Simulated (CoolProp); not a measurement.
Values from CoolProp's reference Helmholtz-energy equation of state, Thol 2019.

Q: Give the vapour pressure (MPa), vapour Z, vapour viscosity (µPa s), liquid conductivity (mW/(m K)) of saturated n-pentane at 59.95, 117.35 °C.

A: 
```
T (°C)  p (MPa)  vapour Z  vapour viscosity (µPa s)  liquid conductivity (mW/(m K))
------  -------  --------  ------------------------  ------------------------------
59.95     0.214     0.925                      7.35                            99.7
117.35    0.860     0.803                      8.22                            83.1
```

Viscosity comes from a separate model (Quiñones-Cisneros 2006), older than the equation that it now runs on, and unchecked against measurements. Thermal conductivity comes from a separate model (Vassiliou 2015).
